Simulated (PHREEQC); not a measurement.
Consider water at 85 °C with 0.47 mmol/kgw CaSO4 and 0.057 mmol/kgw NaF. It is in equilibrium with CO2 at log p = 0 (atm). Otherwise closed; pH follows from the charge balance.

Model: ion-association model, phreeqc.dat, run in PHREEQC.

The ionic strength comes out as 0.00186 mol/kgw. What activity coefficients do F-, Na+, H+, Ca+2, HCO3- get?

F- 0.95, Na+ 0.95, H+ 0.95, Ca+2 0.81, HCO3- 0.95.

Precipitation was switched off in this run. Constants without temperature data keep their 25 °C values here.
